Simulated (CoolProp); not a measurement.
Water along the isobar 91.7 MPa: fugacity coefficient from the reference equation and from simpler models built on Tc = 647.1 K, pc = 22.06 MPa, ω = 0.344; each cubic takes its own stable root.

Values from CoolProp's reference Helmholtz-energy equation of state, Wagner 2002.

```tsv
T (K)	phase	reference
547.2	liquid	0.08024
555.1	liquid	0.08882
562.9	liquid	0.09782
570.8	liquid	0.1075
578.7	liquid	0.1176
586.5	liquid	0.1282
594.4	liquid	0.1394
602.3	liquid	0.1511
610.1	liquid	0.1632
618	liquid	0.1758
625.9	liquid	0.1890
633.7	liquid	0.2023
641.6	liquid	0.2163
```

Q: How far does each simpler model (Redlich-Kwong, Soave-Redlich-Kwong, Peng-Robinson) lie from the reference over these 13 states: mean and median of the absolute difference, and the worst?

A: 
- Redlich-Kwong: mean 39.2 %, median 38.0 %, worst +59.1 % at 547.2 K and 91.7 MPa
- Soave-Redlich-Kwong: mean 23.2 %, median 23.4 %, worst +24.2 % at 547.2 K and 91.7 MPa
- Peng-Robinson: mean 12.6 %, median 12.8 %, worst +13.6 % at 547.2 K and 91.7 MPa
